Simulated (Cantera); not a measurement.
A Cantera script and what it prints.

```python
import numpy as np
import cantera as ct

gas_names = """
    H2O H2O2 TiO O3
""".split()
cond_names = """
    Ti4O7(s) Ti4O7(L) Ti3O5(a) Ti3O5(b) Ti3O5(L)
""".split()


# ... load() reads the species with a 1 bar reference pressure and builds the phases ...
species = {s.name: s for s in load("nasa_gas.yaml", gas_names) + load("nasa_condensed.yaml", cond_names)}
# Each term lists the table entries of one substance; the one whose range holds T is used.
reactions = {
    'Ti4O7 + 3 H2O(g) = 3 H2O2(g) + 4 TiO(g)':
        [(-1, ['Ti4O7(s)', 'Ti4O7(L)']), (-3, ['H2O']), (3, ['H2O2']), (4, ['TiO'])],
    '3 Ti3O5 = 2 O3(g) + 9 TiO(g)':
        [(-3, ['Ti3O5(a)', 'Ti3O5(b)', 'Ti3O5(L)']), (2, ['O3']), (9, ['TiO'])],
}


def pick(names, T):
    return next(species[n] for n in names if species[n].thermo.min_temp <= T <= species[n].thermo.max_temp)


results = []
for label, terms in reactions.items():
    print(label)
    print("     T/K   dH/kJ  dS/(J/K)   dG/kJ   log10 K")
    for T in [1350, 1450, 1550, 1650, 1750, 1850, 1950]:
        used = [(nu, pick(names, T)) for nu, names in terms]
        dH = sum(nu * s.thermo.h(T) for nu, s in used) / 1e6
        dS = sum(nu * s.thermo.s(T) for nu, s in used) / 1e3
        dG = dH - T * dS / 1e3
        logK = -dG * 1e6 / (ct.gas_constant * T * np.log(10))
        results.append((label, T, dH, dS, dG, logK, [s.name for _, s in used]))
        print(f"{T:8g} {dH:8.1f} {dS:8.1f} {dG:8.1f} {logK:8.2f}")
```

Result:

```
Ti4O7 + 3 H2O(g) = 3 H2O2(g) + 4 TiO(g)
     T/K   dH/kJ  dS/(J/K)   dG/kJ   log10 K
    1350   3857.6    760.5   2831.0  -109.53
    1450   3848.9    754.2   2755.2   -99.25
    1550   3840.0    748.3   2680.1   -90.32
    1650   3830.9    742.6   2605.6   -82.48
    1750   3821.7    737.2   2531.6   -75.56
    1850   3812.4    732.0   2458.1   -69.40
    1950   3802.9    727.1   2385.2   -63.89
3 Ti3O5 = 2 O3(g) + 9 TiO(g)
     T/K   dH/kJ  dS/(J/K)   dG/kJ   log10 K
    1350   7936.2   1867.5   5415.2  -209.52
    1450   7913.3   1851.1   5229.2  -188.37
    1550   7889.2   1835.0   5044.9  -170.01
    1650   7864.0   1819.3   4862.2  -153.92
    1750   7837.7   1803.8   4681.1  -139.72
    1850   7810.4   1788.6   4501.5  -127.10
    1950   7782.1   1773.7   4323.3  -115.81
```

Cantera with NASA thermochemical tables; ideal gases at 1 bar, condensed phases pure. Condensed species are held in their standard states even where they would react or evaporate.
